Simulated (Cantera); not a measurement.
Feed: 1 mol borazine, 0.056 mol O2, held at 15.0 Torr.

Cantera equilibrium calculation (NASA polynomials, part measured and part estimated; ideal gas, pure solids and liquids). Candidate condensed phases: B, BN, B2O3, B3O3H3, H2O; 39 gas species. The feed counts by its element totals alone. Mutual solubility and eutectic melting of coexisting phases are not modelled. Equilibrium is a limit: real reactors are often held back by kinetics, nucleation or transport.

Over these rows the condensed part is BN(s) + B2O3(l). Partial pressures as log10 of bar:

| T (K) | 1000/T (1/K) | log p HBO2 | log p H2 | log p N2 |
|---|---|---|---|---|
| 1025 | 0.9756 | -6.82 | -1.70 | -3.62 |
| 1125 | 0.8889 | -6.05 | -1.70 | -3.62 |
| 1225 | 0.8163 | ? | -1.70 | -3.62 |
| 1325 | 0.7547 | -4.88 | -1.70 | -3.62 |
| 1425 | 0.7018 | -4.42 | -1.71 | -3.62 |
| 1525 | 0.6557 | -4.03 | -1.71 | -3.61 |

Task: Fit log p(HBO2) = a + b·(1000/T) to the five rows, give the apparent enthalpy, and predict the row at 1225 K.

Result: Means: 1000/T = 0.7953, log p = -5.240. Sxy = -0.620892, Sxx = 0.0711478, so b = -8.73 and a = -5.240 − (-8.73)×0.7953 = 1.70.
Apparent enthalpy: −19.145 × (-8.73) = 167 kJ/mol. With the condensed phases at unit activity, 2/3 B2O3(l) + 1/2 H2(g) + 1/6 N2(g) = HBO2(g) + 1/3 BN(s) links this pressure to the main gases: over the six rows their terms move log p by -0.00 in all, so the slope is close to that reaction's ΔH°. The five rows lie within 0.01 of the line.
Prediction at 1225 K: 1.70 + (-8.73)×0.8163 = -5.43. The computed value is -5.41, 0.02 from the line.
